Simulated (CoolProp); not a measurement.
Properties of R1224YDZ along the isotherm 449.7 K.

Values from CoolProp's reference Helmholtz-energy equation of state, Akasaka 2023.

| p (bar) | phase | Z | speed of sound (m/s) | Joule-Thomson coefficient (K/MPa) | expansivity (1/kK) | fugacity coefficient |
|---|---|---|---|---|---|---|
| 0.264 | gas | 0.9977 | 163.1 | 7.819 | 2.242 | 0.9977 |
| 0.398 | gas | 0.9965 | 162.9 | 7.830 | 2.251 | 0.9965 |
| 0.6 | gas | 0.9947 | 162.6 | 7.848 | 2.265 | 0.9947 |
| 0.905 | gas | 0.9920 | 162.3 | 7.875 | 2.287 | 0.9921 |
| 1.37 | gas | 0.9879 | 161.7 | 7.916 | 2.320 | 0.9880 |
| 2.06 | gas | 0.9817 | 160.8 | 7.978 | 2.371 | 0.9820 |
| 3.11 | gas | 0.9723 | 159.5 | 8.075 | 2.452 | 0.9729 |
| 4.69 | gas | 0.9578 | 157.4 | ? | 2.582 | ? |
| 7.07 | gas | 0.9355 | 154.2 | 8.470 | ? | ? |
| 10.7 | gas | 0.9002 | 149.2 | 8.875 | 3.194 | 0.9078 |
| 16.1 | gas | 0.8443 | 141.2 | 9.569 | 3.973 | 0.8624 |
| 24.3 | gas | 0.7495 | 127.9 | 10.87 | 5.950 | ? |
| 36.6 | supercritical | 0.5674 | 104.4 | 13.28 | 15.39 | ? |
| 55.3 | supercritical | 0.2987 | 135.6 | 3.867 | 14.80 | 0.5407 |
| 83.4 | supercritical | ? | 225.1 | 1.197 | 5.756 | 0.4108 |

**Question.** Complete the blanks.

**Answer.** 
- 4.69, Joule-Thomson coefficient (K/MPa): 8.227
- 4.69, fugacity coefficient: 0.9592
- 7.07, expansivity (1/kK): 2.800
- 7.07, fugacity coefficient: 0.9387
- 24.3, fugacity coefficient: 0.7947
- 36.6, fugacity coefficient: 0.6943
- 83.4, Z: 0.3769
